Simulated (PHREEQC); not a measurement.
Consider water at 25 °C with 0.28 mol/kgw NaHS. Closed to the air; pH follows from the charge balance.

Computed with PHREEQC (ion-association model, phreeqc.dat).

No solid was allowed to form.

**Question.** Predict the pH.

**Answer.** pH 9.59.

Species that the database lacks are ignored.
